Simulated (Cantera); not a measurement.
Input: 1 mol Pb, 0.91 mol NH3, 13 mol H2, held at 0.615 Torr.

Method: chemical equilibrium by Gibbs-energy minimisation in Cantera with the NASA 1993 tables (ideal gas, pure condensed phases). Candidate condensed phases: Pb; 11 gas species. Rates play no part.

log p: log10 of the partial pressure in bar; n: condensed amount in mol.

```csv
T (K),log p H2,log p Pb,log p H,log p N2,log p NH3,log p Pb2,log p N,n Pb(l)
650,-3.10,-10.03,<-15,-4.60,-8.68,<-15,<-15,1.000
800,-3.10,-7.21,-13.09,-4.60,-9.47,-14.35,<-15,0.999
950,-3.10,-5.30,-10.81,-4.60,-10.04,-11.14,<-15,0.908
1100,-3.13,-4.29,-9.15,-4.63,-10.50,-9.57,<-15,0
1250,-3.13,-4.29,…,-4.63,…,…,<-15,0
1400,-3.13,-4.29,-6.88,-4.63,-11.07,-10.19,<-15,0
1550,-3.13,-4.29,-6.07,-4.63,-11.28,-10.41,-14.99,0
1700,-3.13,-4.29,…,-4.63,…,…,…,0
1850,-3.14,-4.29,-4.84,-4.63,-11.60,-10.76,-12.38,0
2000,-3.15,-4.30,-4.37,-4.64,-11.75,-10.91,-11.36,0
```

Question: Some entries are withheld; supply them.

Answer: 
- 1700, log p H: -5.40
- 1700, log p NH3: -11.45
- 1700, log p Pb2: -10.59
- 1700, log p N: -13.57
- 1250, log p H: -7.88
- 1250, log p NH3: -10.82
- 1250, log p Pb2: -9.91
